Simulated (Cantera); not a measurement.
A perfectly stirred reactor is fed with CH4 : O2 : N2 = 0.0085 : 0.047 : 1 (molar parts), equivalence ratio 0.36, at 3.10 bar; it is held at 1300 K, and followed from long to short residence time.

Detailed kinetics in Cantera: GRI-Mech 3.0 (53 species, 325 reactions).

Problem. What does this change do: N2 1 to 0.73 parts?

Solution. 
```tsv
quantity	before	after
x(CH4) at τ = 3.90 s	2.90e-6	3.63e-6
x(O2) at τ = 3.90 s	0.0284	0.0382
x(CO2) at τ = 3.90 s	0.00803	0.0108
x(HCN) at τ = 3.90 s	1.77e-10	1.59e-10
x(CH2O) at τ = 3.90 s	1.80e-7	2.27e-7
x(CH4) at τ = 20.0 ms	0.000131	0.000171
x(O2) at τ = 20.0 ms	0.0293	0.0393
x(CO2) at τ = 20.0 ms	0.00677	0.00915
x(HCN) at τ = 20.0 ms	5.37e-10	4.39e-10
x(CH2O) at τ = 20.0 ms	1.03e-5	1.39e-5
```
The temperature is held fixed by assumption; the heat of reaction is taken as removed at once.
